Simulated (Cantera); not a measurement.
Feed: 1 mol Al₂O₃, 0.091 mol N₂, equilibrated at 1.90 Pa.

Equilibrium computed with Cantera from the NASA thermochemical tables; the gas is ideal and each condensed phase is pure. Candidate condensed phases: Al, AlN, Al₂O₃; 16 gas species. Rates play no part.

log p: log10 of the partial pressure in bar; n: condensed amount in mol.

| T (°C) | log p N₂ | log p O | log p Al | log p AlO | log p Al₂O | log p O₂ | log p NO | n Al₂O₃(s) |
|---|---|---|---|---|---|---|---|---|
| 1250 | -4.72 | -13.35 | -12.97 | -14.71 | -15.83 | -16.18 | ? | 1.00 |
| 1450 | -4.72 | -10.76 | -10.75 | -11.97 | -13.02 | -13.04 | ? | 1.00 |
| 1650 | -4.72 | -8.78 | -8.90 | -9.77 | -10.69 | -10.68 | ? | 1.000 |
| 1850 | -4.72 | -7.19 | -7.38 | -7.99 | -8.76 | -8.81 | ? | 1.000 |
| 2050 | -4.78 | -5.89 | -6.12 | -6.51 | -7.17 | -7.28 | ? | 0.997 |
| 2250 | -6.41 | -5.01 | -5.23 | -5.67 | -6.41 | -6.43 | ? | 0 |
| 2450 | -6.46 | -4.96 | -5.14 | -6.32 | -7.80 | -7.13 | ? | 0 |
| 2650 | -6.47 | -4.95 | -5.13 | -6.97 | -9.15 | -7.78 | ? | 0 |

### Question
What belongs in the gaps?

### Answer

- 1250, log p NO: -12.92
- 1450, log p NO: -10.99
- 1650, log p NO: -9.52
- 1850, log p NO: -8.36
- 2050, log p NO: -7.43
- 2250, log p NO: -7.65
- 2450, log p NO: -7.89
- 2650, log p NO: -8.10
